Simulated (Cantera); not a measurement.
**Equilibrium for thermal oxidation and active oxidation of silicon: Si + O2 + N2**

Charge: 1 mol Si, 1.9 mol O2, 33 mol N2, equilibrated at 2023 K and 160000 Pa.

Method: chemical equilibrium by Gibbs-energy minimisation in Cantera with the NASA 1993 tables (ideal gas, pure condensed phases). Candidate condensed phases: Si, SiO2, Si2N2O, Si3N4; 16 gas species. The tables hold silica as quartz up to 1696 K and as liquid above; real silica turns to tridymite and cristobalite and melts near 1996 K. The numbers say what is thermodynamically allowed, not how fast it happens.

The x(N2) is 0.972. The x(O2) is 0.0249, the x(NO) is 0.00312 and the x(O) comes out as 9.95e-5. The x(NO2) is 2.27e-6 and the n(SiO2(l)) comes out as 1.000 mol. The gas amount is 33.90 mol. The log10 activity of Si(l) (absent) is -12.71.
